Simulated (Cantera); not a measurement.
A perfectly stirred reactor is fed with 2.05 % CH3OH, 0.545 % O2, 97.4 % N2, equivalence ratio 5.6, at 650000 Pa; it is held at 900 K, and followed from long to short residence time.

Model: GRI-Mech 3.0 (53 species, 325 reactions), integrated in Cantera. GRI-Mech 3.0 was tuned for natural gas; its chemistry of methanol as a main component is partial and can be far from experiment.

x: mole fraction; the columns are a selection and need not sum to one.

| τ (s) | x CH3OH | x O2 | x C2H4 | x HO2 | x C2H |
|---|---|---|---|---|---|
| 1.2 | 0.00143 | 1.39e-5 | 1.07e-9 | … | <1e-12 |
| 0.44 | 0.00276 | 1.88e-5 | 1.27e-9 | … | <1e-12 |
| 0.17 | 0.00530 | 3.41e-5 | 6.05e-10 | … | <1e-12 |
| 0.065 | 0.0121 | 0.000773 | <1e-12 | … | <1e-12 |
| 0.025 | 0.0205 | 0.00545 | <1e-12 | 7.65e-10 | <1e-12 |
| 0.0094 | 0.0205 | 0.00545 | <1e-12 | 2.87e-10 | <1e-12 |
| 0.0036 | 0.0205 | 0.00545 | <1e-12 | 1.09e-10 | <1e-12 |
| 0.0014 | 0.0205 | 0.00545 | <1e-12 | 4.20e-11 | <1e-12 |

**Question.** Some entries are withheld; supply them.

**Answer.** 
- 1.2, x HO2: 3.62e-6
- 0.44, x HO2: 7.17e-6
- 0.17, x HO2: 1.35e-5
- 0.065, x HO2: 2.39e-5
